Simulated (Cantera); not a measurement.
A closed system holds: 1 mol SiCl4, 0.16 mol N2O, 2.3 mol N2, equilibrated at 100000 Pa.

Equilibrium computed with Cantera from the NASA thermochemical tables; the gas is ideal and each condensed phase is pure. Candidate condensed phases: Si, SiO2, Si2N2O, Si3N4; 23 gas species. The tables' values for SiCl3 are old estimates; treat these amounts as uncertain. The tables hold silica as quartz up to 1696 K and as liquid above; real silica turns to tridymite and cristobalite and melts near 1996 K. Equilibrium is a limit: real reactors are often held back by kinetics, nucleation or transport. All values below are at 1627 °C.

Base state: N2 0.672, SiCl4 0.246, Cl 0.0617, Cl2 0.0156, SiCl3 0.00530, SiCl2 0.000154 (mole fractions); condensed: SiO2(condensed).

### Question
What changes in the equilibrium state with this change: N2 from 2.3 to 37 mol?

### Answer
```tsv
species	before	after
N2	0.672	0.965
SiCl4	0.246	0.0209
Cl	0.0617	0.0109
Cl2	0.0156	0.000487
SiO	9.05e-6	8.46e-5
SiCl2	0.000154	0.000421
SiCl3	0.00530	0.00255
SiO2(condensed), mol	0.0800	0.0784
```
